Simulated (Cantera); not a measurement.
Gas mixture: CH₃OH = 0.43 (molar parts), at 128 Torr, frozen composition.

Cantera's kinetic-theory transport with the Lennard-Jones parameters of GRI-Mech 3.0, ideal gas; thermal conductivity in the mixture-averaged form. Polar gases are described roughly by these parameters.

One state of this run: ρ (kg/m³) = 0.0936; cp (J/kg/K) = 2314; μ (µPa s) = 22.8; λ (mW/m/K) = 70.5; Pr = 0.748; D (cm²/s) CO₂ = 3.27; D (cm²/s) OH = 6.66; D (cm²/s) H = 26.2. D: mixture-averaged diffusion coefficient of that species in the mixture.

**Question.** Which value of T (K) does it belong to?
A. 900
B. 600
C. 800
D. 700

**Answer.** D, 700
